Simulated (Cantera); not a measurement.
A closed system holds: 1 mol HgO, 0.038 mol H2, 65 mol N2, equilibrated at 1373.15 K and 1330 Pa.

Cantera equilibrium calculation (NASA polynomials, part measured and part estimated; ideal gas, pure solids and liquids). Candidate condensed phases: H2O, Hg, HgO; 25 gas species. Rates play no part.

Base state: N2 0.977, Hg 0.0150, O2 0.00717, H2O 0.000570, NO 0.000128 (mole fractions); condensed: gas only.

Question: What changes in the equilibrium state with this change: HgO replaced by PbO?

Answer: 
```tsv
species	before	after
N2	0.977	0.982
PbO	0	0.0108
Pb	0	0.00427
Hg	0.0150	0
O2	0.00717	0.00182
NO	0.000128	6.45e-5
H2O	0.000570	0.000574
```
Gases not in the tables: (PbO)n polymers. Further candidate phases: Pb, PbO, PbO2, Pb3O4.

Question: What changes in the equilibrium state with this change: HgO replaced by Hg?

Answer: 
```json
[
 {"species": "N2", "before": "0.977", "after": "0.984"},
 {"species": "Hg", "before": "0.0150", "after": "0.0151"},
 {"species": "H2", "before": "1.73e-8", "after": "0.000575"},
 {"species": "O2", "before": "0.00717", "after": "0"},
 {"species": "H2O", "before": "0.000570", "after": "0"},
 {"species": "NO", "before": "0.000128", "after": "0"}
]
```
